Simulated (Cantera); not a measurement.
A perfectly stirred reactor is fed with H2 : O2 : H2O = 0.21 : 1 : 0.0033 (molar parts), at 0.0263 atm; it is held at 973 K, and followed from long to short residence time.

Detailed kinetics in Cantera: the H2/O2 subset of GRI-Mech 3.0, which has no nitrogen chemistry. Radical loss at walls, strong at low pressure, is not modelled. The temperature is held fixed by assumption; the heat of reaction is taken as removed at once.

**Question.** Predict: x(H2) at τ = 0.780 s; x(O2) at τ = 0.780 s; x(H2O2) at τ = 0.780 s; x(O) at τ = 0.780 s; x(HO2) at τ = 0.780 s; x(H2) at τ = 9.20 ms; x(O2) at τ = 9.20 ms; x(H2O2) at τ = 9.20 ms; x(O) at τ = 9.20 ms; x(HO2) at τ = 9.20 ms.

**Answer.** 
```
Property                  Result
----------------------  --------
x(H2) at τ = 0.780 s     0.00146
x(O2) at τ = 0.780 s       0.807
x(H2O2) at τ = 0.780 s   6.72e-7
x(O) at τ = 0.780 s     0.000549
x(HO2) at τ = 0.780 s    1.36e-5
x(H2) at τ = 9.20 ms      0.0166
x(O2) at τ = 9.20 ms       0.800
x(H2O2) at τ = 9.20 ms   1.20e-6
x(O) at τ = 9.20 ms      0.00667
x(HO2) at τ = 9.20 ms    3.12e-5
```
